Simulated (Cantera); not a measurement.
A closed system holds: 1 mol CH2F2, 0.04 mol CH4, equilibrated at 2.00e-5 bar.

Cantera equilibrium calculation (NASA polynomials, part measured and part estimated; ideal gas, pure solids and liquids). Candidate condensed phases: C, C6H6, C7H8, C8H18; 95 gas species. The numbers say what is thermodynamically allowed, not how fast it happens. All values below are at 1373 K.

Base state: HF 0.961, H2 0.0384, H 0.000146 (mole fractions); condensed: C(graphite).

Question: What changes in the equilibrium state with this change: CH2F2 replaced by C2F6?

Answer: 
```tsv
species	before	after
CF4	<1e-9	0.900
HF	0.961	0.0987
CF2	<1e-9	0.00114
H2	0.0384	<1e-9
H	0.000146	<1e-9
CF3	<1e-9	8.05e-5
C(graphite), mol	1.04	0.579
```
The feed counts by its element totals alone. Gases not in the tables: C2F6 and larger saturated fluorocarbons.
